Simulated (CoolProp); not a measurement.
The numbers come from the reference Helmholtz-energy equation of state, Fiedler 2023 in CoolProp.

### Question
Give the vapour pressure (MPa), liquid density (kg/m³), enthalpy of vaporisation (kJ/kg), vapour Z of saturated tetrahydrofuran at 341.7, 400.4 K.

### Answer
| T (K) | p (MPa) | liquid density (kg/m³) | enthalpy of vaporisation (kJ/kg) | vapour Z |
|---|---|---|---|---|
| 341.7 | 0.110 | 833 | 414 | 0.970 |
| 400.4 | 0.524 | 760 | 366 | 0.906 |
